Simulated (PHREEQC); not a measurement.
A PHREEQC input (ion-association model, wateq4f.dat):

```
SOLUTION 1
  temp 25
  units mg/L
  pH 12.5
  pe 11.5
  Na 2.08
  K 0.408
  Ca 3.3
  Mg 0.478
  Cl 2.43
  S(6) 2.19 as SO4
  Alkalinity 11.3 as HCO3
  Ba 0.722
  Cu(2) 0.445
  O(0) 0.00422
  F 0.000611
  Ni 0.516
END
USE solution 1
EQUILIBRIUM_PHASES 1
  Gypsum 0 0
  CO2(g) -2.5 10
END
```

It stops with these messages:

```
WARNING: Maximum iterations exceeded, 100
WARNING: Maximum iterations exceeded, 100
WARNING: The program has failed to converge to a numerical solution.
ERROR:           Alkalinity has not converged. Total: 1.852920e-04	Calculated: 3.649650e-02	Residual: -3.631121e-02
ERROR: Is non-carbonate alkalinity greater than total alkalinity?
ERROR:                   Ba has not converged. Total: 5.259981e-06	Calculated: 4.469202e-06	Residual: 7.907792e-07
ERROR:                   Ca has not converged. Total: 8.238160e-05	Calculated: 6.691066e-05	Residual: 1.547095e-05
ERROR:                   Cl has not converged. Total: 6.857997e-05	Calculated: 7.884356e-05	Residual: -1.026359e-05
ERROR:                Cu(2) has not converged. Total: 7.006737e-06	Calculated: 6.852731e-06	Residual: 1.540058e-07
ERROR:                    F has not converged. Total: 3.217868e-08	Calculated: 3.703304e-08	Residual: -4.854360e-09
ERROR:                    K has not converged. Total: 1.044011e-05	Calculated: 1.200354e-05	Residual: -1.563429e-06
ERROR:                   Mg has not converged. Total: 1.967212e-05	Calculated: 1.874204e-05	Residual: 9.300811e-07
ERROR:                   Na has not converged. Total: 9.052576e-05	Calculated: 1.035352e-04	Residual: -1.300949e-05
ERROR:                   Ni has not converged. Total: 8.793902e-06	Calculated: 8.527309e-06	Residual: 2.665934e-07
ERROR:                 O(0) has not converged. Total: 2.638982e-07	Calculated: 2.647024e-07	Residual: -8.041938e-10
ERROR:                 S(6) has not converged. Total: 2.281011e-05	Calculated: 1.996417e-05	Residual: 2.845943e-06
ERROR:                   Mu Ionic strength has not converged. 	Residual: 6.531350e-04
ERROR:               A(H2O) Activity of water has not converged. 	Residual: 6.243879e-04
ERROR: Model failed to converge for initial solution  1.
```

### Question
Why does the run stop?

### Answer
The fault: pH typed as 12.5 with the alkalinity kept. The line should read `pH 6.87` where the input has `pH 12.5`. With the mend the run ends at pH 6.56 and ionic strength 0.000456 mol/kgw.
